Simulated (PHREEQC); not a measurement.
Consider water at 25 °C with 0.0099 mol HF, 0.012 mol AlCl3 and 0.033 mol CuCl2 per kg of water. Closed to the air; pH follows from the charge balance.

All values are PHREEQC results (ion-association model, phreeqc.dat), not measurements.

```
quantity                   before    after
------------------------  -------  -------
pH                           2.10     2.60
ionic strength (mol/kgw)    0.146   0.0966
Cu+2 (mol/kgw)             0.0301   0.0303
CuCl+ (mol/kgw)           0.00286  0.00210
CuCl2 (mol/kgw)           8.06e-5  4.18e-5
HF (mol/kgw)              6.67e-6  0.00681
```

Name the change that produced these shifts.
A. AlCl3 left out
B. HF replaced by (CH3)4NF at the same molality
C. temperature from 25 to 80 °C
D. CuCl2 from 0.033 to 0.0165 mol/kgw

A, AlCl3 left out

No solid was allowed to form. Fluoro complexes past AlF4- and FeF3 are missing from the database.
